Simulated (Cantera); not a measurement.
Cantera run:

```python
import numpy as np
import cantera as ct

gas_names = """
    B BCL BCL2 BCL3 BH BH2 BH3 BO BOCL BO2 B2 B2O B2O2 B2O3 B3O3CL3 B3O3H3 CL CLO CL2 H HBO HBO2 HCL
    HOCL HO2 H2 H2O H2O2 H3B3O6 O OH O2 O3
""".split()
cond_names = """
    B(b) B(L) B2O3(L) B3O3H3(cr) H2O(s) H2O(L)
""".split()


# ... load() reads the species with a 1 bar reference pressure and builds the phases ...
atoms = {
    'B2O3': {'B': 2, 'O': 3},
    'Cl2': {'CL': 2},
    'H2': {'H': 2},
}
top_T = {}  # K; cautious upper limits of use, not melting points


# ... equilibrate(T, P, feed) seeds the gas with the atoms and calls Mixture.equilibrate('TP', solver="vcs", rtol=1e-11, max_steps=5000) ...
results = []
feed = {'B2O3': 1, 'Cl2': 5.4, 'H2': 6.8}  # mol
P = 190  # Pa
for T in [1125, 1150, 1175, 1200, 1225, 1250, 1275, 1300, 1325, 1350, 1375]:
    mix = equilibrate(T, P, feed)
    results.append((T, P, feed, dict(zip(mix.species_names, mix.species_moles))))
    x = sorted(zip(gas.X, gas.species_names), reverse=True)
    print(f"T = {T:g} K  P = {P:g} Pa  gas = {mix.phase_moles(0):.4g} mol")
    print("   x: " + "  ".join(f"{s} {v:.3e}" for v, s in x if v > 1e-05))
    print("   condensed (mol): " + ("  ".join(f"{mix.phase(i).name} {mix.phase_moles(i):.4g}"
          for i in range(1, mix.n_phases) if mix.phase_moles(i) > 1e-12) or "none"))
```

Output:

```
T = 1125 K  P = 190 Pa  gas = 12.2 mol
   x: HCL 8.849e-01  H2 1.148e-01  H2O 1.615e-04  BCL3 9.996e-05  HBO2 7.723e-05  B3O3CL3 2.541e-05  BOCL 2.282e-05
   condensed (mol): B2O3(L) 0.9983
T = 1150 K  P = 190 Pa  gas = 12.2 mol
   x: HCL 8.848e-01  H2 1.148e-01  H2O 1.785e-04  HBO2 1.210e-04  BCL3 1.148e-04  BOCL 4.057e-05  B3O3CL3 3.012e-05
   condensed (mol): B2O3(L) 0.9977
T = 1175 K  P = 190 Pa  gas = 12.2 mol
   x: HCL 8.846e-01  H2 1.147e-01  H2O 1.957e-04  HBO2 1.854e-04  BCL3 1.317e-04  BOCL 7.044e-05  B3O3CL3 3.558e-05
   condensed (mol): B2O3(L) 0.9969
T = 1200 K  P = 190 Pa  gas = 12.2 mol
   x: HCL 8.844e-01  H2 1.147e-01  HBO2 2.785e-04  H2O 2.131e-04  BCL3 1.506e-04  BOCL 1.196e-04  B3O3CL3 4.182e-05  CL 1.025e-05
   condensed (mol): B2O3(L) 0.9958
T = 1225 K  P = 190 Pa  gas = 12.2 mol
   x: HCL 8.842e-01  H2 1.147e-01  HBO2 4.109e-04  H2O 2.311e-04  BOCL 1.985e-04  BCL3 1.714e-04  B3O3CL3 4.883e-05  CL 1.607e-05  HBO 1.370e-05  B2O3 1.078e-05
   condensed (mol): B2O3(L) 0.9941
T = 1250 K  P = 190 Pa  gas = 12.2 mol
   x: HCL 8.838e-01  H2 1.147e-01  HBO2 5.966e-04  BOCL 3.226e-04  H2O 2.499e-04  BCL3 1.936e-04  B3O3CL3 5.650e-05  CL 2.474e-05  B2O3 2.320e-05  HBO 2.312e-05
   condensed (mol): B2O3(L) 0.9917
T = 1275 K  P = 190 Pa  gas = 12.21 mol
   x: HCL 8.833e-01  H2 1.147e-01  HBO2 8.543e-04  BOCL 5.131e-04  H2O 2.703e-04  BCL3 2.163e-04  B3O3CL3 6.458e-05  B2O3 4.839e-05  HBO 3.813e-05  CL 3.746e-05
   condensed (mol): B2O3(L) 0.9883
T = 1300 K  P = 190 Pa  gas = 12.21 mol
   x: HCL 8.826e-01  H2 1.146e-01  HBO2 1.209e-03  BOCL 7.986e-04  H2O 2.931e-04  BCL3 2.384e-04  B2O3 9.798e-05  B3O3CL3 7.267e-05  HBO 6.146e-05  CL 5.581e-05
   condensed (mol): B2O3(L) 0.9834
T = 1325 K  P = 190 Pa  gas = 12.22 mol
   x: HCL 8.815e-01  H2 1.145e-01  HBO2 1.694e-03  BOCL 1.216e-03  H2O 3.193e-04  BCL3 2.582e-04  B2O3 1.929e-04  HBO 9.679e-05  CL 8.192e-05  B3O3CL3 8.030e-05  H 1.270e-05
   condensed (mol): B2O3(L) 0.9762
T = 1350 K  P = 190 Pa  gas = 12.23 mol
   x: HCL 8.801e-01  H2 1.144e-01  HBO2 2.353e-03  BOCL 1.813e-03  B2O3 3.700e-04  H2O 3.500e-04  BCL3 2.743e-04  HBO 1.490e-04  CL 1.185e-04  B3O3CL3 8.691e-05  H 1.849e-05
   condensed (mol): B2O3(L) 0.9658
T = 1375 K  P = 190 Pa  gas = 12.24 mol
   x: HCL 8.781e-01  H2 1.142e-01  HBO2 3.245e-03  BOCL 2.646e-03  B2O3 6.922e-04  H2O 3.863e-04  BCL3 2.855e-04  HBO 2.244e-04  CL 1.692e-04  B3O3CL3 9.206e-05  H 2.656e-05
   condensed (mol): B2O3(L) 0.9506
```

These are equilibrium values from Cantera (NASA tables, ideal gas, pure condensed phases), not measurements of a reactor. The tables' values for BOCl are old estimates; treat these amounts as uncertain. Gases not in the tables: BHCl2.
